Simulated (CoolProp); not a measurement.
Vapour-liquid equilibrium of C2F6 (R116) (1) + R22 (2) at 2.19 bar; x and y are mole fractions of (1).

The numbers come from the multi-fluid Helmholtz-energy mixture model, Lemmon 2006 and Kamei 1995; pair parameters Bell 2016 in CoolProp.

```csv
x,"bubble temperature, mixture model (°C)","bubble temperature, Raoult's law (°C)","y, mixture model","y, Raoult's law"
0.05,-39.1,-26.9,0.506,0.192
0.125,-50.9,-32.2,0.732,0.404
0.2,-55.7,-36.7,0.799,0.554
0.275,-57.7,-40.7,0.824,0.662
0.35,-58.6,-44.1,0.836,0.743
0.425,-59.1,-47.1,0.842,0.804
0.5,-59.4,-49.8,0.847,0.851
0.575,-59.7,-52.2,0.854,0.889
0.65,-60.2,-54.4,0.862,0.918
0.725,-60.6,-56.4,0.875,0.942
0.8,-61.2,-58.2,0.894,0.962
0.875,-61.7,-59.9,0.922,0.978
0.95,-62.2,-61.5,0.963,0.992
```

The largest gap from Raoult's law is -19.0 K in bubble temperature, at x = 0.2. No azeotrope shows between x = 0.05 and 0.95.

Pair parameters are fitted to limited data, so mixtures are less certain than the pure fluids. With so large a gap from Raoult's law the liquid may split in two, which this calculation doesn't test in full.
